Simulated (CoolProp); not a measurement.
A Linde-Hampson liquefier for CF4 (R14): isothermal reversible compression at 250 K from 1 atm to 25 MPa, throttling to 1 atm, return gas leaving the recuperator 2 K below the feed. Each further row changes one setting.

Computed with CoolProp (reference Helmholtz-energy equation of state, Platzer 1990). This equation is an older, rougher fit; its heat capacities, sound speeds and derivatives of the liquid may be far off and weren't checked against measurements.

```json
[
 {"case": "as stated", "liquid yield per pass": "?", "compression work (kJ/kg of gas)": "104"},
 {"case": "high pressure 50 MPa", "liquid yield per pass": "0.410", "compression work (kJ/kg of gas)": "124"},
 {"case": "warm-end temperature 280 K", "liquid yield per pass": "?", "compression work (kJ/kg of gas)": "?"},
 {"case": "warm-end gap 7 K", "liquid yield per pass": "?", "compression work (kJ/kg of gas)": "104"}
]
```

What belongs in the gaps?


- as stated, liquid yield per pass: 0.433
- warm-end temperature 280 K, liquid yield per pass: 0.337
- warm-end temperature 280 K, compression work (kJ/kg of gas): 126
- warm-end gap 7 K, liquid yield per pass: 0.424
